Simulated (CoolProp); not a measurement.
n-dodecane at several states: Z from the reference equation and from simpler models built on Tc = 658.1 K, pc = 18.18 bar, ω = 0.574; each cubic takes its own stable root.

Computed with CoolProp (reference Helmholtz-energy equation of state, Lemmon 2004). It is a short technical equation, of lower accuracy than the large ones.

```json
[
 {"T (K)": "525.8", "p (bar)": "0.491", "phase": "gas", "reference": "0.9743"},
 {"T (K)": "486.8", "p (bar)": "1.12", "phase": "liquid", "reference": "0.007902"},
 {"T (K)": "280.2", "p (bar)": "106", "phase": "liquid", "reference": "1.012"}
]
```

**Question.** How far does each simpler model (van der Waals, Redlich-Kwong, Soave-Redlich-Kwong, Peng-Robinson) lie from the reference over these 3 states: mean and median of the absolute difference, and the worst?

**Answer.** 
- van der Waals: mean 4053.1 %, median 90.4 %, worst +12067.8 % at 486.8 K and 1.12 bar
- Redlich-Kwong: mean 3980.8 %, median 30.7 %, worst +11910.9 % at 486.8 K and 1.12 bar
- Soave-Redlich-Kwong: mean 16.3 %, median 21.5 %, worst +26.9 % at 280.2 K and 106 bar
- Peng-Robinson: mean 7.1 %, median 7.4 %, worst +13.5 % at 280.2 K and 106 bar

At some of these states van der Waals, Redlich-Kwong gives the other phase, because its saturation line lies elsewhere.
